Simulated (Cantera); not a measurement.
Mixture: H2 : O2 : N2 : NO = 1 : 0.549 : 2.07 : 0.0088 (molar parts), at 440000 Pa, adiabatic and at constant pressure. Ignition delay is the time to a rise of 400 K.

Model: GRI-Mech 3.0 (53 species, 325 reactions), integrated in Cantera. The hydrogen kinetics of GRI-Mech 3.0 are dated; newer H2 mechanisms differ, most at raised pressure. The mechanism lacks 2 NO + O2 → 2 NO2 and HONO, so NO2 and the effect of NO are under-described below about 1400 K. Where the delays flatten at high temperature, the 400 K rule measures the pace of heat release, not the induction time.

**Question.** What does this change do: constant volume in place of constant pressure?

**Answer.** 
| quantity | before | after |
|---|---|---|
| delay at 1248 K | 9.82 µs | 9.43 µs |
| delay at 1348 K | 5.69 µs | 5.42 µs |
| delay at 1448 K | 3.84 µs | 3.61 µs |
| delay at 1548 K | 2.85 µs | 2.64 µs |
| delay at 1648 K | 2.29 µs | 2.07 µs |
| delay at 1748 K | 1.96 µs | 1.72 µs |

**Question.** What does this change do: pressure from 440000 Pa to 1200000 Pa?

**Answer.** 
```csv
quantity,before,after
delay at 1248 K,9.82 µs,7.37 µs
delay at 1348 K,5.69 µs,2.85 µs
delay at 1448 K,3.84 µs,1.58 µs
delay at 1548 K,2.85 µs,1.05 µs
delay at 1648 K,2.29 µs,0.775 µs
delay at 1748 K,1.96 µs,0.612 µs
```
The pressure lies above the range GRI-Mech 3.0 was tuned for (to about 10 atm).
